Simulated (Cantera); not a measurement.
A Cantera script and its output.

```python
import numpy as np
import cantera as ct

gas = ct.Solution("gri30.yaml")
gas.TPX = 1525, 15000, {'CH4': 6.9, 'N2': 17}
inlet = ct.Reservoir(gas, clone=True)

reactor = ct.IdealGasConstPressureReactor(gas, energy="off", clone=False)
exhaust = ct.Reservoir(gas, clone=True)
tau = [15, 5.4, 1.9, 0.66, 0.23, 0.082, 0.029, 0.01, 0.0036][0]
for a, b in ((inlet, reactor), (reactor, exhaust)):
    ct.MassFlowController(a, b, mdot=lambda t: reactor.mass / tau)
net = ct.ReactorNet([reactor])
show = ['CH4', 'CH2', 'C2H4', 'HCN', 'H2']

rows = []
print(f"{'tau/s':>10s}{'T/K':>9s}" + "".join(f"{s:>11s}" for s in show))
for tau in [15, 5.4, 1.9, 0.66, 0.23, 0.082, 0.029, 0.01, 0.0036]:
    net.initial_time = 0.0
    net.advance(30 * tau)
    before = gas.X
    net.advance(40 * tau)
    drift = np.max(np.abs(gas.X - before) / (gas.X + 1e-9))
    rows.append([gas.T, *gas[show].X, drift])
    print(f"{tau:10.3e}{gas.T:9.1f}" + "".join(f"{x:11.3e}" for x in gas[show].X))
```

Result:

```
     tau/s      T/K        CH4        CH2       C2H4        HCN         H2
 1.500e+01   1525.0  5.062e-02  6.044e-09  9.828e-04  6.706e-08  2.764e-01
 5.400e+00   1525.0  8.664e-02  8.583e-09  9.884e-04  2.941e-08  2.344e-01
 1.900e+00   1525.0  1.372e-01  1.211e-08  1.268e-03  1.153e-08  1.752e-01
 6.600e-01   1525.0  1.915e-01  1.690e-08  2.041e-03  3.933e-09  1.113e-01
 2.300e-01   1525.0  2.358e-01  2.263e-08  3.091e-03  1.114e-09  5.883e-02
 8.200e-02   1525.0  2.648e-01  2.668e-08  3.314e-03  2.312e-10  2.477e-02
 2.900e-02   1525.0  2.810e-01  2.292e-08  1.818e-03  2.532e-11  7.014e-03
 1.000e-02   1525.0  2.871e-01  1.131e-08  3.881e-04  1.611e-12  1.226e-03
 3.600e-03   1525.0  2.883e-01  3.664e-09  4.624e-05  1.634e-13  2.130e-04
```

Computed with Cantera and GRI-Mech 3.0 (53 species, 325 reactions). GRI-Mech 3.0 stops at C3 and has no aromatics, soot or wall deposition, so with more carbon than oxygen in the feed, carbon stays in small species such as C2H2 where larger ones or solid carbon would form.
